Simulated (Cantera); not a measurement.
## Thermodynamics of oxide etching and cleaning by halides, feed B₂O₃ + HCl + H₂ + BCl₃

A closed system holds: 1 mol B₂O₃, 9.6 mol HCl, 45 mol H₂, 7.3 mol BCl₃, at 0.100 bar.

Equilibrium computed with Cantera from the NASA thermochemical tables; the gas is ideal and each condensed phase is pure. Candidate condensed phases: B, B₂O₃, B₃O₃H₃, H₂O; 33 gas species. The tables' values for BOCl, BCl₂ are old estimates; treat these amounts as uncertain. Gases not in the tables: BHCl₂. Kinetics and transport are ignored.

```tsv
T (K)	x H₂	x HCl	x BCl₃	x B₃O₃Cl₃	n B(s)
925	0.727	0.155	0.102	0.0161	0
975	0.727	0.155	0.102	0.0161	0
1025	0.726	0.156	0.102	0.0160	0
1075	0.726	0.156	0.102	0.0159	0
1125	0.725	0.157	0.102	0.0157	0
1175	0.723	0.159	0.101	0.0154	0.0402
1225	0.709	0.181	0.0932	0.0152	0.505
1275	0.695	0.203	0.0854	0.0150	0.968
```
x: gas mole fraction; n: condensed amount in mol.

From 925 K to 1125 K nothing is condensed. From 1175 K to 1275 K the condensed part is B(s). The main B-bearing gas is BCl₃ throughout.
